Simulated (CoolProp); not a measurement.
Saturation properties of octamethyltrisiloxane (MDM).

Values from CoolProp's reference Helmholtz-energy equation of state, Thol 2017.

```json
[
 {"T (°C)": "99.15", "p (kPa)": "19.34", "vapour density (kg/m³)": "(withheld)", "enthalpy of vaporisation (kJ/kg)": "175.2", "surface tension (mN/m)": "10.3"},
 {"T (°C)": "106.65", "p (kPa)": "25.32", "vapour density (kg/m³)": "1.949", "enthalpy of vaporisation (kJ/kg)": "172.2", "surface tension (mN/m)": "9.69"},
 {"T (°C)": "114.05", "p (kPa)": "32.59", "vapour density (kg/m³)": "2.475", "enthalpy of vaporisation (kJ/kg)": "169.2", "surface tension (mN/m)": "9.13"},
 {"T (°C)": "121.45", "p (kPa)": "41.45", "vapour density (kg/m³)": "(withheld)", "enthalpy of vaporisation (kJ/kg)": "166.1", "surface tension (mN/m)": "8.58"},
 {"T (°C)": "128.85", "p (kPa)": "52.13", "vapour density (kg/m³)": "3.867", "enthalpy of vaporisation (kJ/kg)": "163.0", "surface tension (mN/m)": "(withheld)"},
 {"T (°C)": "136.35", "p (kPa)": "65.05", "vapour density (kg/m³)": "4.777", "enthalpy of vaporisation (kJ/kg)": "159.7", "surface tension (mN/m)": "7.49"},
 {"T (°C)": "143.75", "p (kPa)": "80.15", "vapour density (kg/m³)": "(withheld)", "enthalpy of vaporisation (kJ/kg)": "156.5", "surface tension (mN/m)": "6.97"},
 {"T (°C)": "151.15", "p (kPa)": "97.84", "vapour density (kg/m³)": "7.073", "enthalpy of vaporisation (kJ/kg)": "153.2", "surface tension (mN/m)": "6.47"},
 {"T (°C)": "158.55", "p (kPa)": "118.4", "vapour density (kg/m³)": "8.513", "enthalpy of vaporisation (kJ/kg)": "149.8", "surface tension (mN/m)": "(withheld)"},
 {"T (°C)": "166.05", "p (kPa)": "142.6", "vapour density (kg/m³)": "(withheld)", "enthalpy of vaporisation (kJ/kg)": "146.2", "surface tension (mN/m)": "5.48"},
 {"T (°C)": "173.45", "p (kPa)": "169.9", "vapour density (kg/m³)": "12.13", "enthalpy of vaporisation (kJ/kg)": "142.6", "surface tension (mN/m)": "5.01"}
]
```

### Question
Complete the blanks.

### Answer

- 99.15, vapour density (kg/m³): 1.511
- 121.45, vapour density (kg/m³): 3.110
- 128.85, surface tension (mN/m): 8.03
- 143.75, vapour density (kg/m³): 5.836
- 158.55, surface tension (mN/m): 5.97
- 166.05, vapour density (kg/m³): 10.20

It boils at 152.5 °C under 1 atm.

Surface tension comes from a separate correlation (Mulero 2014), older than this fluid's equation and unchecked against measurements.
